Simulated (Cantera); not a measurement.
**Ignition delay**

Mixture: CH₄ : O₂ : N₂ : H₂O = 1 : 2.94 : 11.1 : 0.7 (molar parts), equivalence ratio 0.68, at 9.87 atm, adiabatic and at constant pressure. Ignition delay is the time to a rise of 400 K.

Cantera simulation using GRI-Mech 3.0 (53 species, 325 reactions); the numbers are that mechanism's predictions, not measurements.

```json
[
 {"T0 (K)": "1175", "delay (ms)": "5.56"},
 {"T0 (K)": "1275", "delay (ms)": "1.70"},
 {"T0 (K)": "1375", "delay (ms)": "0.587"},
 {"T0 (K)": "1475", "delay (ms)": "0.221"},
 {"T0 (K)": "1575", "delay (ms)": "0.0892"},
 {"T0 (K)": "1675", "delay (ms)": "0.0388"},
 {"T0 (K)": "1775", "delay (ms)": "0.0184"},
 {"T0 (K)": "1875", "delay (ms)": "0.00949"},
 {"T0 (K)": "1975", "delay (ms)": "0.00532"},
 {"T0 (K)": "2075", "delay (ms)": "0.00321"}
]
```

The apparent activation energy between 1875 and 2075 K is 180 kJ/mol.
